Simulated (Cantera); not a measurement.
Cantera run, input and output.

```python
import numpy as np
import cantera as ct

gas = ct.Solution("gri30.yaml")
gas.TPX = 423, 73000, {'CO': 1, 'H2': 0.65, 'CH4': 0.27, 'O2': 1.24, 'N2': 3.1}
flame = ct.FreeFlame(gas, width=0.05)
flame.set_refine_criteria(ratio=3, slope=0.08, curve=0.16)
flame.transport_model = "mixture-averaged"
flame.solve(loglevel=0, auto=True)
z, T = flame.grid, flame.T
thick = (T[-1] - T[0]) / np.gradient(T, z).max()
show = ['CO', 'H2', 'CH4', 'H2O', 'CH2O', 'HCN']
print(f"laminar burning velocity  {flame.velocity[0] * 100:.3f} cm/s")
print(f"burnt temperature         {T[-1]:.1f} K")
print(f"thermal thickness         {thick * 1e3:.4f} mm")
print(f"grid points               {len(z)}")
z0 = z[flame.heat_release_rate.argmax()]
print(f"{'z/mm':>9s}{'T/K':>9s}{'u/(m/s)':>9s}" + "".join(f"{s:>11s}" for s in show))
rows = []
for k in (-3, -2, -1.5, -1, -0.5, -0.25, 0, 0.25, 0.5, 1, 2, 4, 8):
    zz = z0 + k * thick
    rows.append([k * thick, np.interp(zz, z, T), np.interp(zz, z, flame.velocity),
                 *(np.interp(zz, z, flame.X[gas.species_index(s)]) for s in show)])
    print(f"{rows[-1][0] * 1e3:9.3f}{rows[-1][1]:9.1f}{rows[-1][2]:9.3f}" + "".join(f"{x:11.3e}" for x in rows[-1][3:]))
```

It prints:

```
laminar burning velocity  255.344 cm/s
burnt temperature         2582.4 K
thermal thickness         0.3455 mm
grid points               170
     z/mm      T/K  u/(m/s)         CO         H2        CH4        H2O       CH2O        HCN
   -1.036    423.0    2.553  1.597e-01  1.038e-01  4.313e-02  1.694e-09  6.907e-13  7.186e-16
   -0.691    423.0    2.553  1.598e-01  1.037e-01  4.314e-02  1.114e-07  9.766e-11  1.039e-15
   -0.518    423.1    2.553  1.598e-01  1.033e-01  4.316e-02  2.111e-06  3.205e-09  1.284e-14
   -0.345    425.1    2.559  1.602e-01  1.012e-01  4.325e-02  6.645e-05  1.770e-07  9.754e-13
   -0.173    582.0    3.466  1.602e-01  8.759e-02  4.226e-02  9.229e-03  4.060e-05  1.468e-09
   -0.086    969.3    5.756  1.604e-01  7.132e-02  3.317e-02  4.273e-02  2.400e-04  2.616e-08
    0.000   1475.2    8.795  1.639e-01  5.111e-02  1.020e-02  1.018e-01  5.247e-04  1.655e-07
    0.086   1717.5   10.231  1.516e-01  3.220e-02  7.558e-04  1.389e-01  9.088e-05  2.120e-07
    0.173   1802.7   10.667  1.327e-01  2.496e-02  2.660e-05  1.477e-01  4.067e-06  9.051e-08
    0.345   1903.3   11.124  1.096e-01  2.448e-02  3.556e-08  1.468e-01  7.276e-09  9.863e-09
    0.691   2021.6   11.681  9.680e-02  2.507e-02  9.480e-13  1.481e-01  4.646e-10  1.582e-10
    1.382   2155.1   12.331  9.341e-02  2.337e-02  1.435e-15  1.556e-01  4.033e-10  9.867e-12
    2.764   2296.6   13.002  8.940e-02  2.062e-02  7.481e-16  1.646e-01  3.667e-10  1.677e-11
```

Model: GRI-Mech 3.0 (53 species, 325 reactions), integrated in Cantera. Burning velocities carry a grid error of a few per cent, more on coarse grids.
